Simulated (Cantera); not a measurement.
Input: 1 mol Fe3O4, 0.47 mol CH4, 0.15 mol N2, 0.39 mol C, at 1.70 mbar.

These are equilibrium values from Cantera (NASA tables, ideal gas, pure condensed phases), not measurements of a reactor. Candidate condensed phases: C, C6H6, C7H8, C8H18, Fe, Fe(CO)5, FeO, Fe(OH)2, Fe(OH)3, Fe2O3, Fe3O4, H2O; 140 gas species. Each liquid is taken as pure. Mutual solubility and eutectic melting of coexisting phases are not modelled. The tables' stoichiometric FeO is somewhat more stable than real wüstite, so its field is too wide. FeO: taken at fixed stoichiometry. Rates play no part.

x: gas mole fraction; n: condensed amount in mol.

| T (K) | x CO | x Fe | x H2 | x H2O | x CO2 | x N2 | x FeO | x H | x OH | x O2 | x O | n Fe(γ) | n FeO(s) | n Fe(δ) | n FeO(l) | n Fe(l) |
|---|---|---|---|---|---|---|---|---|---|---|---|---|---|---|---|---|
| 1648 | 0.383 | 0.00153 | 0.326 | 0.155 | 0.0569 | 0.0768 | 5.19e-6 | 0.00123 | 2.63e-5 | 1.75e-8 | 8.13e-8 | 0.271 | 2.73 | 0 | ? | 0 |
| 1723 | 0.387 | 0.00537 | 0.326 | 0.152 | 0.0513 | 0.0764 | 2.30e-5 | 0.00252 | 6.45e-5 | 8.28e-8 | 3.97e-7 | 0 | 0 | 0.248 | 2.74 | 0 |
| 1798 | 0.386 | 0.0168 | 0.323 | 0.147 | 0.0462 | 0.0754 | 8.91e-5 | 0.00485 | 0.000145 | 3.41e-7 | 1.69e-6 | 0 | 0 | 0.211 | 2.75 | 0 |
| 1873 | 0.376 | 0.0465 | 0.310 | 0.143 | 0.0421 | 0.0730 | 0.000308 | 0.00872 | 0.000311 | 1.33e-6 | 6.62e-6 | 0 | 0 | 0 | 2.76 | 0.145 |
| 1948 | 0.349 | 0.113 | 0.280 | 0.136 | 0.0387 | 0.0676 | 0.000962 | 0.0145 | 0.000639 | 5.18e-6 | 2.45e-5 | 0 | 0 | 0 | 2.75 | 0 |
| 2023 | 0.309 | 0.165 | 0.214 | 0.169 | 0.0524 | 0.0631 | 0.00275 | 0.0213 | 0.00176 | 4.31e-5 | 0.000127 | 0 | 0 | 0 | 2.60 | 0 |
| 2098 | 0.263 | 0.220 | 0.150 | 0.198 | 0.0703 | 0.0580 | 0.00724 | 0.0289 | 0.00452 | 0.000351 | 0.000623 | 0 | 0 | 0 | 2.41 | 0 |
| 2173 | 0.210 | 0.272 | 0.0941 | 0.211 | 0.0905 | 0.0522 | 0.0178 | 0.0359 | 0.0108 | 0.00273 | 0.00288 | 0 | 0 | 0 | ? | 0 |
| 2248 | 0.149 | 0.326 | 0.0515 | 0.191 | 0.102 | 0.0433 | 0.0409 | 0.0405 | 0.0225 | 0.0190 | 0.0122 | 0 | 0 | 0 | ? | 0 |

Question: Complete the blanks.

Answer: 
- 1648, n FeO(l): 0
- 2173, n FeO(l): 2.17
- 2248, n FeO(l): 1.74
